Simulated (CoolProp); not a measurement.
Vapour-liquid equilibrium of R125 (1) + R152A (2) at 0.00424 MPa; x and y are mole fractions of (1).

Values from CoolProp's multi-fluid Helmholtz-energy mixture model, Lemmon 2005 and Outcalt 1996; pair parameters Bell 2016.

| x | bubble temperature (K) | y at the bubble point | dew temperature at overall composition x (K) | liquid density (mol/L) |
|---|---|---|---|---|
| 0.05 | 193.2 | 0.193 | [?] | [?] |
| 0.2 | 188.8 | [?] | 193.1 | 16.30 |
| 0.35 | 185.7 | [?] | [?] | [?] |
| 0.5 | 183.2 | 0.813 | 189.1 | [?] |
| 0.65 | 181.0 | 0.896 | 186.6 | 14.95 |
| 0.8 | 179.0 | 0.954 | 183.5 | 14.53 |
| 0.95 | 177.2 | [?] | 179.1 | 14.11 |

Question: What belongs in the gaps?

Answer: 
- 0.05, dew temperature at overall composition x (K): 194.7
- 0.05, liquid density (mol/L): 16.77
- 0.2, y at the bubble point: 0.520
- 0.35, y at the bubble point: 0.696
- 0.35, dew temperature at overall composition x (K): 191.2
- 0.35, liquid density (mol/L): 15.84
- 0.5, liquid density (mol/L): 15.39
- 0.95, y at the bubble point: 0.991

No azeotrope shows between x = 0.05 and 0.95.

The pair parameters rest on a limited set of measurements; away from them the model extrapolates. The gap from Raoult's law changes sign with composition, which may be real or a fault of the pair parameters; it wasn't checked against measurements.
